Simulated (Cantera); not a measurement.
A freely propagating, adiabatic, planar premixed flame of H2 : O2 : N2 = 1 : 0.633 : 2.09 (molar parts), equivalence ratio 0.79, unburnt at 323 K and 13000 Pa; mixture-averaged transport, grid criteria slope 0.08 and curve 0.16, no radiation.

Detailed kinetics in Cantera: the H2/O2 subset of GRI-Mech 3.0, which has no nitrogen chemistry. Burning velocities carry a grid error of a few per cent, more on coarse grids.

Problem. What does this change do: 0.2 parts H2O added?

Solution. 
```csv
quantity,before,after
laminar burning velocity,205 cm/s,189 cm/s
thermal thickness,5.06 mm,4.59 mm
peak x(O),0.0156,0.0125
peak x(HO2),0.000142,0.000163
peak x(H),0.0577,0.0482
```
